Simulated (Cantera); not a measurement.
# Thermodynamics of calcination and drying, feed LiOH + H2 + H2O

Charge: 1 mol LiOH, 2.9 mol H2, 0.054 mol H2O, equilibrated at 6.00 Torr.

Equilibrium computed with Cantera from the NASA thermochemical tables; the gas is ideal and each condensed phase is pure. Candidate condensed phases: H2O, Li, LiH, LiOH, Li2O; 17 gas species. Equilibrium is a limit: real reactors are often held back by kinetics, nucleation or transport.

From 1623 K to 2123 K nothing is condensed. The main Li-bearing gas is LiOH at 1623 K and Li at 2123 K.

```
T (K)  log p H2  log p LiOH  log p H2O  log p Li  log p H
-----  --------  ----------  ---------  --------  -------
1623      -2.26       -2.84      -3.22     -3.32    -5.29
1673      -2.27       -2.86      -3.17     -3.25    -5.08
1723      -2.28       -2.89      -3.13     -3.20    -4.88
1773      -2.28       -2.92      -3.09     -3.15    -4.69
1823      -2.29       -2.95      -3.05     -3.11    -4.51
1873      -2.29       -2.98      -3.02     -3.07    -4.34
1923      -2.30       -3.02      -2.99     -3.04    -4.18
1973      -2.31       -3.05      -2.96     -3.00    -4.02
2023      -2.32       -3.09      -2.94     -2.98    -3.88
2073      -2.32       -3.13      -2.92     -2.95    -3.74
2123      -2.33       -3.17      -2.90     -2.93    -3.61
```
log p: log10 of the partial pressure in bar; nothing condenses.
